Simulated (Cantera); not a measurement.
Stirred combustor or abatement burner

A perfectly stirred reactor is fed with 9.65 % CH4, 16.1 % O2, 60.5 % N2, 13.5 % CO2, 0.260 % H2, at 100000 Pa; it is adiabatic with a 400 K inlet, and is followed from long to short residence time, starting on the burning branch (τ in s: 0.098, 0.04, 0.016, 0.0067, 0.0027, 0.0011, 0.00046, 0.00019, 7.7e-05, 3.1e-05).

Detailed kinetics in Cantera: GRI-Mech 3.0 (53 species, 325 reactions).

```
τ (s)    T (K)     x CH4      x O2  x CO2      x NO     x CH3
-------  -----  --------  --------  -----  --------  --------
0.098     1886   2.04e-5  0.000431  0.172  0.000122   9.20e-6
0.040     1877   3.05e-5  0.000797  0.171  0.000130   1.40e-5
0.016     1862   4.96e-5   0.00144  0.170  0.000128   2.21e-5
0.0067    1842   8.50e-5   0.00243  0.168  0.000116   3.53e-5
0.0027    1814  0.000163   0.00398  0.166   9.47e-5   6.15e-5
0.0011    1778  0.000354   0.00633  0.163   6.93e-5  0.000119
0.00046    400    0.0965     0.161  0.135    <1e-12    <1e-12
0.00019    400    0.0965     0.161  0.135    <1e-12    <1e-12
7.7e-5     400    0.0965     0.161  0.135    <1e-12    <1e-12
3.1e-5     400    0.0965     0.161  0.135    <1e-12    <1e-12
```
x: mole fraction; the columns are a selection and need not sum to one.
